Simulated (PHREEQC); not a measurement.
Consider water at 25 °C with 0.0005 mol NaHS, 0.0192 mol NaOH and 0.00052 mol ZnCl2 per kg of water. Closed to the air; pH follows from the charge balance.

The numbers come from PHREEQC with the ion-association model, phreeqc.dat.

No solid was allowed to form.

Problem. Order these Zn species by the share of Zn that they hold, largest first: Zn(OH)2, Zn(OH)4-2, Zn(HS)2, Zn(OH)3-.

Solution. Zn(OH)3- (55 %), Zn(OH)4-2 (20 %), Zn(HS)2 (16 %), Zn(OH)2 (9.8 %)

The pH is 12.18 and the ionic strength 0.0199 mol/kgw. Saturation is exceeded, for instance for Zn(OH)2(e), Sphalerite (slow to form); the values hold only as long as no solid forms. Species that the database lacks are ignored. The database's pK near 12.9 for HS-/S-2 is now thought far too low, so its S-2 is overstated.
